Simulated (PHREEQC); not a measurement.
# Brine

Consider water at 50 °C with 0.22 mol Na2SO4, 0.19 mol NaHCO3 and 0.1 mol NaCl per kg of water. Closed to the air; pH follows from the charge balance.

All values are PHREEQC results (Pitzer model, pitzer.dat), not measurements.

```
Property                    Result
-------------------  -------------
pH                            7.71
ionic strength       0.953 mol/kgw
activity of water            0.983
density                1.028 g/cm³
osmotic coefficient          0.781
total alkalinity        190 meq/kg
```

```tsv
species	molality	activity	log γ
Na+	0.730	0.419	-0.241
SO4-2	0.220	0.0192	-1.060
HCO3-	0.184	0.0958	-0.283
Cl-	0.100	0.0608	-0.216
CO2	0.00310	0.00362	0.067
CO3-2	0.00310	0.000318	-0.989
OH-	4.67e-6	2.73e-6	-0.233
HSO4-	1.28e-7	7.41e-8	-0.236
```

Precipitation was switched off in this run. At this temperature some constants are extrapolated from 25 °C, and those without enthalpy data are left unchanged.
